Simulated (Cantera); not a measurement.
Charge: 1 mol SiCl4, 1.2 mol Cl2, 0.34 mol H2, equilibrated at 4.20 bar.

Cantera equilibrium calculation (NASA polynomials, part measured and part estimated; ideal gas, pure solids and liquids). Candidate condensed phases: Si; 19 gas species. The numbers say what is thermodynamically allowed, not how fast it happens. All values below are at 1000 K.

Base state: SiCl4 0.394, Cl2 0.339, HCl 0.268, Cl 0.000110 (mole fractions); condensed: gas only.

Question: What changes in the equilibrium state with this change: H2 from 0.34 to 1.9 mol?

Answer: 
```json
[
 {"species": "HCl", "before": "0.268", "after": "0.586"},
 {"species": "SiCl4", "before": "0.394", "after": "0.243"},
 {"species": "H2", "before": "<1e-9", "after": "0.170"},
 {"species": "Cl2", "before": "0.339", "after": "<1e-9"},
 {"species": "SiHCl3", "before": "<1e-9", "after": "0.000498"},
 {"species": "Cl", "before": "0.000110", "after": "1.46e-9"},
 {"species": "SiCl3", "before": "<1e-9", "after": "1.03e-5"}
]
```
The tables' values for SiCl3 are old estimates; treat these amounts as uncertain.
